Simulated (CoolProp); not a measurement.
Saturation properties of n-undecane.

The numbers come from the reference Helmholtz-energy equation of state, Aleksandrov 2011 in CoolProp. It is a short technical equation, of lower accuracy than the large ones.

```json
[
 {"T (°C)": "141.05", "p (MPa)": "___", "liquid density (kg/m³)": "646.3", "vapour density (kg/m³)": "0.9838", "liquid cp (kJ/(kg K))": "2.654", "surface tension (mN/m)": "14.0"},
 {"T (°C)": "156.05", "p (MPa)": "0.03417", "liquid density (kg/m³)": "633.9", "vapour density (kg/m³)": "1.547", "liquid cp (kJ/(kg K))": "2.716", "surface tension (mN/m)": "12.8"},
 {"T (°C)": "171.15", "p (MPa)": "0.05314", "liquid density (kg/m³)": "621.1", "vapour density (kg/m³)": "2.353", "liquid cp (kJ/(kg K))": "2.778", "surface tension (mN/m)": "11.6"},
 {"T (°C)": "186.15", "p (MPa)": "0.07952", "liquid density (kg/m³)": "608.0", "vapour density (kg/m³)": "3.457", "liquid cp (kJ/(kg K))": "2.841", "surface tension (mN/m)": "10.4"},
 {"T (°C)": "201.25", "p (MPa)": "0.1156", "liquid density (kg/m³)": "594.3", "vapour density (kg/m³)": "___", "liquid cp (kJ/(kg K))": "2.906", "surface tension (mN/m)": "9.27"},
 {"T (°C)": "216.35", "p (MPa)": "0.1635", "liquid density (kg/m³)": "___", "vapour density (kg/m³)": "6.947", "liquid cp (kJ/(kg K))": "2.971", "surface tension (mN/m)": "___"},
 {"T (°C)": "231.35", "p (MPa)": "0.2252", "liquid density (kg/m³)": "565.2", "vapour density (kg/m³)": "9.531", "liquid cp (kJ/(kg K))": "3.039", "surface tension (mN/m)": "7.10"},
 {"T (°C)": "246.45", "p (MPa)": "0.3042", "liquid density (kg/m³)": "549.4", "vapour density (kg/m³)": "12.90", "liquid cp (kJ/(kg K))": "3.109", "surface tension (mN/m)": "6.06"},
 {"T (°C)": "261.45", "p (MPa)": "0.4023", "liquid density (kg/m³)": "532.7", "vapour density (kg/m³)": "17.23", "liquid cp (kJ/(kg K))": "3.183", "surface tension (mN/m)": "5.08"},
 {"T (°C)": "276.55", "p (MPa)": "0.5241", "liquid density (kg/m³)": "514.5", "vapour density (kg/m³)": "22.86", "liquid cp (kJ/(kg K))": "___", "surface tension (mN/m)": "4.13"},
 {"T (°C)": "291.65", "p (MPa)": "0.6728", "liquid density (kg/m³)": "494.5", "vapour density (kg/m³)": "30.21", "liquid cp (kJ/(kg K))": "3.359", "surface tension (mN/m)": "3.23"},
 {"T (°C)": "306.65", "p (MPa)": "0.8514", "liquid density (kg/m³)": "472.4", "vapour density (kg/m³)": "39.92", "liquid cp (kJ/(kg K))": "3.474", "surface tension (mN/m)": "2.40"}
]
```

### Question
Some entries are withheld; supply them.

### Answer

- 141.05, p (MPa): 0.02116
- 201.25, vapour density (kg/m³): 4.957
- 216.35, liquid density (kg/m³): 580.1
- 216.35, surface tension (mN/m): 8.16
- 276.55, liquid cp (kJ/(kg K)): 3.265

It boils at 195.8 °C under 1 atm.

Surface tension comes from a separate correlation (Mulero 2014).
